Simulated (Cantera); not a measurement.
Catalytic stagnation flow on Pt

A jet of 1.55 % CH4, 11.0 % O2, 87.5 % N2, equivalence ratio 0.28 at 300 K and 0.380 bar hits a platinum plate 6.6 cm away at a mass flux of 0.049 kg/m²/s; the plate temperature is set and raised in steps from an oxygen-covered start.

Computed with Cantera and Deutschmann's 1995 Pt surface mechanism with GRI-Mech 3.0 gas chemistry. Catalytic surfaces can have several steady states; this one follows from the mechanism file's or the stated starting coverage.

```json
[
 {"plate T (K)": "900", "wall x CH4": "0.00690", "wall x O2": "0.0914", "wall x H2O": "0.0160", "wall x OH": "1.63e-8", "wall x CO": "2.22e-6", "wall x CO2": "0.0105", "θ free Pt": "0.142", "θ O*": "0.856", "θ OH*": "0.00181"},
 {"plate T (K)": "950", "wall x CH4": "0.00428", "wall x O2": "0.0858", "wall x H2O": "0.0209", "wall x OH": "4.83e-8", "wall x CO": "1.89e-6", "wall x CO2": "0.0137", "θ free Pt": "0.199", "θ O*": "0.799", "θ OH*": "0.00192"},
 {"plate T (K)": "1000", "wall x CH4": "0.00272", "wall x O2": "0.0825", "wall x H2O": "0.0237", "wall x OH": "1.26e-7", "wall x CO": "1.60e-6", "wall x CO2": "0.0156", "θ free Pt": "0.260", "θ O*": "0.738", "θ OH*": "0.00187"},
 {"plate T (K)": "1050", "wall x CH4": "0.00182", "wall x O2": "0.0807", "wall x H2O": "0.0253", "wall x OH": "2.94e-7", "wall x CO": "1.41e-6", "wall x CO2": "0.0166", "θ free Pt": "0.322", "θ O*": "0.676", "θ OH*": "0.00174"},
 {"plate T (K)": "1100", "wall x CH4": "0.00110", "wall x O2": "0.0794", "wall x H2O": "0.0264", "wall x OH": "6.64e-7", "wall x CO": "2.38e-6", "wall x CO2": "0.0172", "θ free Pt": "0.385", "θ O*": "0.614", "θ OH*": "0.00159"},
 {"plate T (K)": "1150", "wall x CH4": "0.000666", "wall x O2": "0.0785", "wall x H2O": "0.0272", "wall x OH": "1.32e-6", "wall x CO": "3.00e-6", "wall x CO2": "0.0177", "θ free Pt": "0.446", "θ O*": "0.553", "θ OH*": "0.00144"},
 {"plate T (K)": "1200", "wall x CH4": "0.000342", "wall x O2": "0.0778", "wall x H2O": "0.0280", "wall x OH": "2.45e-6", "wall x CO": "3.60e-6", "wall x CO2": "0.0181", "θ free Pt": "0.505", "θ O*": "0.493", "θ OH*": "0.00129"}
]
```
x: mole fraction at the wall; θ: surface coverage.
